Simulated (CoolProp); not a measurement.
The fluid at 369.41 K and 0.0192 MPa flows at 16 m/s in a round tube of 25 mm bore and 15 µm roughness, fully developed (64/Re and Nu = 3.66 if laminar; Colebrook and Gnielinski if turbulent). The same conditions are run with several fluids, on thermodynamics alone (safety and materials aside).

The numbers come from the reference Helmholtz-energy equation of state of each fluid (p-xylene: Zhou 2012; C3F8 (R218): Lemmon 2006; R507A: Lemmon 2003; C2F6 (R116): Lemmon 2006) in CoolProp. Blends and air are pseudo-pure fits.

```json
[
 {"fluid": "p-xylene", "Reynolds number": "34000", "Darcy friction factor": "0.0245", "pressure drop (Pa/m)": "84.2", "heat-transfer coefficient (W/(m² K))": "54.9", "mass flow (kg/h)": "19.0"},
 {"fluid": "C3F8 (R218)", "Reynolds number": "30600", "Darcy friction factor": "0.0249", "pressure drop (Pa/m)": "150", "heat-transfer coefficient (W/(m² K))": "57.8", "mass flow (kg/h)": "33.3"},
 {"fluid": "R507A", "Reynolds number": "16400", "Darcy friction factor": "0.0283", "pressure drop (Pa/m)": "89.8", "heat-transfer coefficient (W/(m² K))": "36.2", "mass flow (kg/h)": "17.5"},
 {"fluid": "C2F6 (R116)", "Reynolds number": "20000", "Darcy friction factor": "0.0271", "pressure drop (Pa/m)": "120", "heat-transfer coefficient (W/(m² K))": "44.9", "mass flow (kg/h)": "24.4"}
]
```

Transport values come from each fluid's own correlations; those of C3F8 (R218), C2F6 (R116) are estimates that may be off by 10 % or more.
